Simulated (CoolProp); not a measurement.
Vapour-liquid equilibrium of R22 (1) + n-pentane (2) at 57.35 °C; x and y are mole fractions of (1).

Computed with CoolProp (multi-fluid Helmholtz-energy mixture model, Kamei 1995 and Thol 2019; pair parameters Bell 2016).

```tsv
x	bubble pressure, mixture model (bar)	bubble pressure, Raoult's law (bar)	y, mixture model	y, Raoult's law
0.05	3.503	3.033	0.433	0.378
0.15	6.347	5.126	0.694	0.670
0.25	8.865	7.218	0.787	0.794
0.35	11.04	9.310	0.836	0.861
0.45	12.94	11.40	0.867	0.904
0.55	14.64	13.50	0.891	0.934
0.65	16.25	15.59	0.912	0.955
0.75	17.91	17.68	0.932	0.972
0.85	19.72	19.77	0.955	0.985
0.95	21.77	21.87	0.983	0.995
```

The largest gap from Raoult's law is +23.8 % in bubble pressure, at x = 0.15. No azeotrope shows between x = 0.05 and 0.95.

Pair parameters are fitted to limited data, so mixtures are less certain than the pure fluids. The gap from Raoult's law changes sign with composition, which may be real or a fault of the pair parameters; it wasn't checked against measurements.
